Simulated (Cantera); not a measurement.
Charge: 1 mol Cu2O, 0.4 mol H2, 3.4 mol H2O, equilibrated at 1330 Pa.

Equilibrium computed with Cantera from the NASA thermochemical tables; the gas is ideal and each condensed phase is pure. Candidate condensed phases: Cu, CuO, Cu(OH)2, Cu2O, H2O; 12 gas species. Rates play no part. All values below are at 1652 °C.

Base state: H2O 0.768, Cu 0.156, O2 0.0609, OH 0.00836, H2 0.00432, O 0.000786, H 0.000544, CuO 0.000513 (mole fractions); condensed: Cu(l).

Question: What changes in the equilibrium state with this change: Cu2O replaced by Ta2O5?

Answer: 
```tsv
species	before	after
H2O	0.768	0.890
H2	0.00432	0.105
H	0.000544	0.00268
Cu	0.156	0
O2	0.0609	0.000138
CuO	0.000513	0
Cu2	0.000495	0
O	0.000786	3.75e-5
OH	0.00836	0.00197
Cu(l), mol	1.23	0
Ta2O5(s), mol	0	1.00
```
Further candidate phases: Ta, Ta2O5.
